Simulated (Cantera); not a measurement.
An isothermal, constant-pressure homogeneous reactor starts with 0.433 % CO, 1.08 % O₂, 0.187 % H₂O, 98.3 % N₂, equivalence ratio 0.20, at 1050 K and 3.50 bar.

Model: GRI-Mech 3.0 (53 species, 325 reactions), integrated in Cantera.

x: mole fraction; the columns are a selection and need not sum to one.

```csv
t (s),x CO,x O₂,x H₂O,x N₂O,x HO₂
1.00e-5,0.00433,0.0108,0.00187,<1e-12,<1e-12
5.99e-5,0.00433,0.0108,0.00187,<1e-12,<1e-12
0.000359,0.00433,0.0108,0.00187,<1e-12,1.79e-11
0.00215,0.00433,0.0108,0.00187,1.68e-12,5.83e-10
0.0129,0.00433,0.0108,0.00187,3.61e-11,…
0.0774,0.00427,0.0108,0.00187,1.16e-8,1.43e-6
0.464,0.00345,0.0104,0.00186,1.63e-7,1.52e-6
2.78,…,0.00918,0.00187,…,…
16.7,2.26e-5,0.00868,0.00187,7.94e-7,8.31e-8
100,1.41e-11,0.00867,0.00187,5.95e-8,6.30e-11
```

Task: Complete the blanks.

Result: 
- 0.0129, x HO₂: 1.28e-8
- 2.78, x CO: 0.00104
- 2.78, x N₂O: 6.90e-7
- 2.78, x HO₂: 9.06e-7
